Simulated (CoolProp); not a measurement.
Saturated liquid density (kg/m³) of carbon dioxide: the reference equation beside estimates from Tc = 31.0 °C, pc = 7.377 MPa, ω = 0.224. Rackett uses Z = 0.29056 − 0.08775 ω.

Values from CoolProp's reference Helmholtz-energy equation of state, Span 1996.

```tsv
T (°C)	reference	Rackett	van der Waals	Peng-Robinson
-44.55	1134	1139	698.1	1179
-39.25	1113	1119	___	1154
-33.85	1092	1098	672.1	1128
-28.55	1070	1076	658.3	1100
-23.15	1046	1052	643.6	___
-17.75	1021	1028	628.1	1037
-12.45	995.4	1002	___	1003
-7.05	967.4	974.7	594.5	965.5
-1.65	___	945.1	575.6	924.6
3.65	___	913.4	555.5	880.5
9.05	868.1	___	532.9	830.4
14.45	825.9	836.6	507.4	___
19.75	776.0	788.3	477.8	707.5
```

Question: Fill in the missing entries.

Answer: 
- -39.25, van der Waals: 685.5
- -23.15, Peng-Robinson: 1069
- -12.45, van der Waals: 612.0
- -1.65, reference: 937.2
- 3.65, reference: 904.8
- 9.05, Rackett: 877.6
- 14.45, Peng-Robinson: 773.4

Absolute difference from the reference over all 13 rows, mean and median: Rackett 0.8 and 0.7 %, van der Waals 38.5 and 38.5 %, Peng-Robinson 3.2 and 2.8 %.
